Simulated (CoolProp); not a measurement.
A single-stage vapour-compression cycle with hydrogen sulfide: evaporating at 314.15 K (dew point), condensing at 357.15 K (bubble point), superheat 2 K, subcooling 5 K, compressor efficiency 0.9, no pressure losses. Each further row changes one setting.

Model: reference Helmholtz-energy equation of state, Lemmon 2006, in CoolProp. It is a short technical equation, of lower accuracy than the large ones.

```tsv
case	cooling COP	pressure ratio	discharge temperature (K)	refrigerating effect (kJ/kg)	volumetric capacity (kJ/m³)
as stated	4.57	2.33	399.4	281	13800
evaporating temperature 319.15 K	…	…	393.8	280	15500
condensing temperature 352.15 K	…	…	389.7	296	14600
subcooling 10 K	…	2.33	399.4	298	…
superheat 12 K	4.51	2.33	…	297	13700
compressor efficiency 0.8	4.06	2.33	403.9	281	13800
```

Q: What belongs in the gaps?

A: 
- evaporating temperature 319.15 K, cooling COP: 5.34
- evaporating temperature 319.15 K, pressure ratio: 2.09
- condensing temperature 352.15 K, cooling COP: 5.44
- condensing temperature 352.15 K, pressure ratio: 2.13
- subcooling 10 K, cooling COP: 4.84
- subcooling 10 K, volumetric capacity (kJ/m³): 14700
- superheat 12 K, discharge temperature (K): 411.7
